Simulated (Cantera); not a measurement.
## Thermodynamics of calcination and drying, feed CsOH + H2 + O2

A closed system holds: 1 mol CsOH, 4.6 mol H2, a varied amount of O2, at 1425 K and 1.80 bar.

Cantera equilibrium calculation (NASA polynomials, part measured and part estimated; ideal gas, pure solids and liquids). Candidate condensed phases: Cs, CsOH, H2O; 15 gas species. Equilibrium is a limit: real reactors are often held back by kinetics, nucleation or transport.

```csv
n(O2) (mol),log p H2O,log p H2,log p O2,log p CsOH,log p Cs,log p Cs2(OH)2,log p OH,log p H
0.54,-0.43,0.05,<-11,-0.53,-1.62,-3.00,-7.28,-5.14
0.63,-0.37,0.02,<-11,-0.53,-1.69,-2.99,-7.21,-5.15
0.74,-0.31,0.00,<-11,-0.52,-1.76,-2.98,-7.13,-5.17
0.87,-0.24,-0.04,<-11,-0.52,-1.84,-2.97,-7.05,-5.19
1,-0.18,-0.08,<-11,-0.51,-1.91,-2.97,-6.97,-5.21
1.2,-0.11,-0.15,<-11,-0.51,-2.02,-2.96,-6.86,-5.24
1.4,-0.04,-0.24,<-11,-0.51,-2.13,-2.95,-6.75,-5.29
1.6,0.01,-0.35,-11.63,-0.50,-2.24,-2.95,-6.64,-5.34
1.9,0.09,-0.59,-11.00,-0.50,-2.43,-2.94,-6.44,-5.46
2.2,0.15,-1.20,-9.67,-0.50,-2.79,-2.94,-6.08,-5.76
2.6,0.15,-5.51,-1.04,-0.52,-4.97,-2.98,-3.92,-7.92
3.1,0.11,-5.75,-0.65,-0.55,-5.08,-3.05,-3.84,-8.04
3.6,0.08,-5.87,-0.47,-0.59,-5.14,-3.11,-3.81,-8.10
```
log p: log10 of the partial pressure in bar; nothing condenses.

From 0.54 mol O2 to 3.6 mol O2 nothing is condensed. The main Cs-bearing gas is CsOH throughout.
